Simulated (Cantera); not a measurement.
Charge: 1 mol toluene, 0.74 mol H₂, 0.037 mol NH₃, equilibrated at 1575 K and 1500 Torr.

These are equilibrium values from Cantera (NASA tables, ideal gas, pure condensed phases), not measurements of a reactor. The numbers say what is thermodynamically allowed, not how fast it happens.

```csv
species,before,after
CH₄,0.00358,0.959
H₂,0.992,0.0336
N₂,0.00380,0.00747
HCN,0.000107,<1e-9
H,2.93e-5,<1e-9
C₂H₂ (acetylene),2.09e-5,<1e-9
NH₃,6.09e-6,0.000113
"C(graphite), mol",6.98,4.64
```
Gas species are given as mole fractions.

Problem. What was changed between the two runs?
(A) temperature from 1575 K to 550 K
(B) NH₃ from 0.037 to 0.059 mol
(C) temperature from 1575 K to 2675 K
(D) pressure from 1500 Torr to 10.0 Torr

Solution. A, temperature from 1575 K to 550 K
